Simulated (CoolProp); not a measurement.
Acetone along the isobar 23.1 MPa: fugacity coefficient from the reference equation and from simpler models built on Tc = 508.1 K, pc = 4.692 MPa, ω = 0.307; each cubic takes its own stable root.

The numbers come from the reference Helmholtz-energy equation of state, Lemmon 2006 in CoolProp. It is a short technical equation, of lower accuracy than the large ones.

```json
[
 {"T (K)": "218.2", "phase": "liquid", "reference": "2.095e-5"},
 {"T (K)": "228.8", "phase": "liquid", "reference": "5.000e-5"},
 {"T (K)": "239.4", "phase": "liquid", "reference": "0.0001091"},
 {"T (K)": "249.9", "phase": "liquid", "reference": "0.0002188"},
 {"T (K)": "260.5", "phase": "liquid", "reference": "0.0004130"},
 {"T (K)": "271", "phase": "liquid", "reference": "0.0007310"},
 {"T (K)": "281.6", "phase": "liquid", "reference": "0.001235"},
 {"T (K)": "292.1", "phase": "liquid", "reference": "0.001984"},
 {"T (K)": "302.7", "phase": "liquid", "reference": "0.003074"},
 {"T (K)": "313.2", "phase": "liquid", "reference": "0.004577"},
 {"T (K)": "323.8", "phase": "liquid", "reference": "0.006623"},
 {"T (K)": "334.3", "phase": "liquid", "reference": "0.009277"},
 {"T (K)": "344.9", "phase": "liquid", "reference": "0.01270"}
]
```

### Question
How far does each simpler model (van der Waals, Redlich-Kwong, Soave-Redlich-Kwong) lie from the reference over these 13 states: mean and median of the absolute difference, and the worst?

### Answer
- van der Waals: mean 8981.4 %, median 3069.2 %, worst +45298.6 % at 218.2 K and 23.1 MPa
- Redlich-Kwong: mean 275.4 %, median 245.9 %, worst +520.5 % at 218.2 K and 23.1 MPa
- Soave-Redlich-Kwong: mean 15.8 %, median 15.9 %, worst +20.4 % at 344.9 K and 23.1 MPa
